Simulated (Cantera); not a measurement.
A Cantera script and what it prints.

```python
import numpy as np
import cantera as ct

gas_names = """
    H HI HO2 H2 H2O H2O2 I I2 O OH O2 O3
""".split()
cond_names = """
    H2O(s) H2O(L) I2(cr) I2(L)
""".split()


# ... load() reads the species with a 1 bar reference pressure and builds the phases ...
atoms = {
    'HI': {'H': 1, 'I': 1},
    'H2': {'H': 2},
    'O2': {'O': 2},
    'H2O': {'H': 2, 'O': 1},
}
top_T = {}  # K; cautious upper limits of use, not melting points


# ... equilibrate(T, P, feed) seeds the gas with the atoms and calls Mixture.equilibrate('TP', solver="vcs", rtol=1e-11, max_steps=5000) ...
results = []
feed = {'HI': 1, 'H2': 1.5, 'O2': 0.61, 'H2O': 0.038}  # mol
T = 1848.15  # K
P = 74000  # Pa
mix = equilibrate(T, P, feed)
results.append((T, P, feed, dict(zip(mix.species_names, mix.species_moles))))
print(gas.report(threshold=0.001))
for i in range(1, mix.n_phases):
    print(f"{mix.phase(i).name:16s} {mix.phase_moles(i):12.5e} mol")
```

Output:

```
       temperature   1848.2 K
          pressure   74000 Pa
           density   0.25127 kg/m^3
  mean mol. weight   52.177 kg/kmol
   phase of matter   gas

                          1 kg             1 kmol
                     ---------------   ---------------
          enthalpy       -4.5999e+05       -2.4001e+07  J
   internal energy        -7.545e+05       -3.9367e+07  J
           entropy            4741.8        2.4741e+05  J/K
    Gibbs function       -9.2236e+06       -4.8126e+08  J
 heat capacity c_p            731.33             38159  J/K
 heat capacity c_v            571.98             29844  J/K

                      mass frac. Y      mole frac. X     chem. pot. / RT
                     ---------------   ---------------   ---------------
                HI           0.22608          0.092219           -29.477
                H2         0.0086178           0.22304           -21.033
               H2O           0.14993           0.43425           -44.002
                 I           0.60153           0.24732            -18.96
                I2          0.013827         0.0028424            -37.92
     [   +7 minor]        1.9273e-05        0.00033326

I2(L)             0.00000e+00 mol
```

Cantera equilibrium calculation (NASA polynomials, part measured and part estimated; ideal gas, pure solids and liquids).
